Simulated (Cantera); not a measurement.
Mixture: C3H8 : O2 : N2 = 1 : 3.12 : 11.8 (molar parts), equivalence ratio 1.6, at 1.38 atm, adiabatic and at constant volume. Ignition delay is the time to a rise of 400 K.

Cantera simulation using GRI-Mech 3.0 (53 species, 325 reactions); the numbers are that mechanism's predictions, not measurements. GRI-Mech 3.0 was tuned for natural gas; its chemistry of propane as a main component is partial and can be far from experiment.

**Question.** Predict: delay at 1200 K; delay at 1300 K; delay at 1400 K; delay at 1500 K; delay at 1600 K; apparent activation energy between 1500 and 1600 K.

**Answer.** 
| Item | Value |
|---|---|
| delay at 1200 K | 5.05 ms |
| delay at 1300 K | 0.793 ms |
| delay at 1400 K | 0.183 ms |
| delay at 1500 K | 59.5 µs |
| delay at 1600 K | 25.7 µs |
| apparent activation energy between 1500 and 1600 K | 170 kJ/mol |
